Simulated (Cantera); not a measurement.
Premixed flame

A freely propagating, adiabatic, planar premixed flame of CH4 : O2 : N2 = 1 : 1.43 : 5.37 (molar parts), equivalence ratio 1.4, unburnt at 375 K and 101000 Pa; mixture-averaged transport, grid criteria slope 0.08 and curve 0.16, no radiation.

Cantera simulation using GRI-Mech 3.0 (53 species, 325 reactions); the numbers are that mechanism's predictions, not measurements. Burning velocities carry a grid error of a few per cent, more on coarse grids.

```csv
z (mm),T (K),u (m/s),x CH4,x O2,x OH,x H2O,x HCN,x O
-2.41,375,0.233,0.128,0.183,<1e-8,6.21e-5,<1e-8,<1e-8
-1.60,380,0.237,0.127,0.182,<1e-8,0.000615,<1e-8,<1e-8
-1.20,401,0.252,0.124,0.179,<1e-8,0.00314,7.08e-8,<1e-8
-0.802,534,0.340,0.114,0.169,5.07e-8,0.0189,8.98e-7,<1e-8
-0.401,1036,0.677,0.0753,0.121,3.53e-6,0.0762,7.37e-6,1.52e-6
-0.201,1435,0.949,0.0417,0.0758,4.86e-5,0.122,1.56e-5,2.09e-5
0,1785,1.19,0.0120,0.0294,0.000367,0.162,2.94e-5,8.74e-5
0.201,1942,1.30,0.00217,0.00732,0.000787,0.178,4.54e-5,8.29e-5
0.401,1987,1.33,0.000511,0.00169,0.000860,0.180,5.01e-5,4.58e-5
0.802,2008,1.34,7.34e-5,0.000132,0.000743,0.178,4.30e-5,2.29e-5
1.60,2016,1.35,8.63e-6,1.88e-5,0.000591,0.177,2.82e-5,1.40e-5
3.21,2022,1.35,8.10e-7,9.88e-6,0.000448,0.177,1.44e-5,7.95e-6
6.42,2027,1.35,5.47e-8,4.68e-6,0.000311,0.177,5.84e-6,3.78e-6
```
x: mole fraction of selected species; z is measured from the peak of heat release.

| Quantity | Result |
|---|---|
| laminar burning velocity | 23.2 cm/s |
| thermal thickness | 0.802 mm |
| peak x(OH) | 0.000864 |
| peak x(HCN) | 5.01e-5 |
| peak x(O) | 9.85e-5 |
| grid points | 141 |
